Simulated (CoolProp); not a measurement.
Computed with CoolProp (reference Helmholtz-energy equation of state, Beckmüller 2019).

Q: Give the vapour pressure (bar), liquid viscosity (µPa s), liquid conductivity (mW/(m K)) of saturated n-octane at 479.4 K.

A: 
```json
[
 {"T (K)": "479.4", "p (bar)": "6.19", "liquid viscosity (µPa s)": "109", "liquid conductivity (mW/(m K))": "77.6"}
]
```

Viscosity comes from a separate model (Huber 2004). Thermal conductivity comes from a separate model (Huber 2005).
